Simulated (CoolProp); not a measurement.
R13 along the isobar 0.843 MPa: density (kg/m³) from the reference equation and from simpler models built on Tc = 303.0 K, pc = 3.973 MPa, ω = 0.175; each cubic takes its own stable root.

Computed with CoolProp (reference Helmholtz-energy equation of state, Platzer 1990). This equation is an older, rougher fit.

```json
[
 {"T (K)": "263.6", "phase": "gas", "reference": "46.07"},
 {"T (K)": "276.1", "phase": "gas", "reference": "42.97"},
 {"T (K)": "288.5", "phase": "gas", "reference": "40.39"},
 {"T (K)": "300.9", "phase": "gas", "reference": "38.18"},
 {"T (K)": "313.3", "phase": "gas", "reference": "36.25"},
 {"T (K)": "325.8", "phase": "gas", "reference": "34.53"},
 {"T (K)": "338.2", "phase": "gas", "reference": "33.00"},
 {"T (K)": "350.6", "phase": "gas", "reference": "31.63"},
 {"T (K)": "363", "phase": "gas", "reference": "30.38"},
 {"T (K)": "375.5", "phase": "gas", "reference": "29.22"},
 {"T (K)": "387.9", "phase": "gas", "reference": "28.17"},
 {"T (K)": "400.3", "phase": "gas", "reference": "27.20"},
 {"T (K)": "412.7", "phase": "gas", "reference": "26.30"},
 {"T (K)": "425.2", "phase": "gas", "reference": "25.46"},
 {"T (K)": "437.6", "phase": "gas", "reference": "24.68"},
 {"T (K)": "450", "phase": "gas", "reference": "23.94"}
]
```

How far does each simpler model (van der Waals, Redlich-Kwong) lie from the reference over these 16 states: mean and median of the absolute difference, and the worst?


- van der Waals: mean 0.8 %, median 0.5 %, worst -3.5 % at 263.6 K and 0.843 MPa
- Redlich-Kwong: mean 0.4 %, median 0.4 %, worst -1.2 % at 263.6 K and 0.843 MPa
